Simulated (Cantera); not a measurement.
Charge: 1 mol SiH₄, 6.1 mol H₂, held at 0.0100 bar.

Cantera equilibrium calculation (NASA polynomials, part measured and part estimated; ideal gas, pure solids and liquids). Candidate condensed phases: Si; 9 gas species. Gases not in the tables: Si₂H₆ and higher silanes. Rates play no part.

### Question
Which condensed phases are stable at each of these points (T (K)): 1100, 1175, 1250, 1325, 1400, 1475, 1550, 1625, 1700, 1775?

### Answer
```
T (K)  condensed phases  Si condensed (%)
-----  ----------------  ----------------
1100              Si(s)             100.0
1175              Si(s)             100.0
1250              Si(s)             100.0
1325              Si(s)             100.0
1400              Si(s)             100.0
1475              Si(s)             100.0
1550              Si(s)             100.0
1625              Si(s)             100.0
1700              Si(l)              99.9
1775              Si(l)              99.8
```

From 1100 K to 1625 K the condensed part is Si(s). From 1700 K to 1775 K the condensed part is Si(l).
